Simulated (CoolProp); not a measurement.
Toluene at 465.03 K and 0.101 MPa is throttled through a valve to 0.0175 MPa with no heat exchange. Each further row changes one setting.

Values from CoolProp's reference Helmholtz-energy equation of state, Lemmon 2006. It is a short technical equation, of lower accuracy than the large ones.

```tsv
case	temperature change (K)	final density (kg/m³)
as stated	…	…
outlet pressure 0.00525 MPa	…	…
outlet pressure 0.0228 MPa	…	…
```

Task: Complete the blanks.

Result: 
- as stated, temperature change (K): -1.4
- as stated, final density (kg/m³): 0.420
- outlet pressure 0.00525 MPa, temperature change (K): -1.6
- outlet pressure 0.00525 MPa, final density (kg/m³): 0.126
- outlet pressure 0.0228 MPa, temperature change (K): -1.3
- outlet pressure 0.0228 MPa, final density (kg/m³): 0.547
